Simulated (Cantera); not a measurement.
Feed: 1 mol MgO, 0.031 mol N2, equilibrated at 1900 °C and 133 Pa.

These are equilibrium values from Cantera (NASA tables, ideal gas, pure condensed phases), not measurements of a reactor. Candidate condensed phases: Mg, MgO; 13 gas species. Rates play no part.

Base state: N2 0.952, Mg 0.0291, O2 0.00999, O 0.00622, NO 0.00284, MgO 0.000353 (mole fractions); condensed: MgO(s).

### Question
What changes in the equilibrium state with this change: temperature from 1900 °C to 2150 °C?

### Answer
```
species        before   after
-----------  --------  ------
Mg             0.0291   0.444
N2              0.952   0.260
O2            0.00999   0.163
MgO          0.000353  0.0145
O             0.00622   0.108
NO            0.00284  0.0101
MgO(s), mol     0.999   0.946
```

### Question
What changes in the equilibrium state with this change: temperature from 1900 °C to 1652 °C?

### Answer
| species | before | after |
|---|---|---|
| N2 | 0.952 | 0.998 |
| Mg | 0.0291 | 0.000981 |
| O2 | 0.00999 | 0.000279 |
| MgO | 0.000353 | 3.34e-6 |
| O | 0.00622 | 0.000168 |
| NO | 0.00284 | 0.000254 |
| MgO(s), mol | 0.999 | 1.000 |
